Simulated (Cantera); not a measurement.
Mixture: 3.97 % CO, 2.38 % H₂, 4.36 % CH₄, 13.6 % O₂, 75.7 % N₂, at 750 Torr, adiabatic and at constant pressure. Ignition delay is the time to a rise of 400 K.

Model: GRI-Mech 3.0 (53 species, 325 reactions), integrated in Cantera.

Predict: delay at 1048 K; delay at 1123 K; delay at 1198 K; delay at 1273 K; delay at 1348 K; delay at 1423 K; apparent activation energy between 1273 and 1423 K.


* **delay at 1048 K**: 10.4 ms
* **delay at 1123 K**: 4.95 ms
* **delay at 1198 K**: 2.50 ms
* **delay at 1273 K**: 1.32 ms
* **delay at 1348 K**: 0.739 ms
* **delay at 1423 K**: 0.438 ms
* **apparent activation energy between 1273 and 1423 K**: 110 kJ/mol
